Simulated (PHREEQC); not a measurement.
0.012 g of hydrous ferric oxide (600 m²/g; 0.2 weak and 0.005 strong sites per Fe, Dzombak-Morel constants, diffuse double layer) in 1 kg of water with 0.01 mol/kgw of an inert sodium salt and 1.6e-05 mol/kgw Na2SO4, at 25 °C; the pH is set by adding NaOH or the inert anion's acid. Oxygen is held at 0.21 atm. The system is closed to CO2. Nothing may precipitate in this run.

Equilibrium calculation in PHREEQC: ion-association model, wateq4f.dat.

Task: Predict S sorbed (%), surface charge σ (C/m²), surface potential ψ (mV) at pH = 3.5, 6.

Result: 
```
pH   S sorbed (%)  surface charge σ (C/m²)  surface potential ψ (mV)
---  ------------  -----------------------  ------------------------
3.5          61.9                    0.088                       138
6            13.4                    0.038                        97
```

Complexes and solids missing from the database can't appear. The oxide is taken as insoluble; below pH 4 it would dissolve.
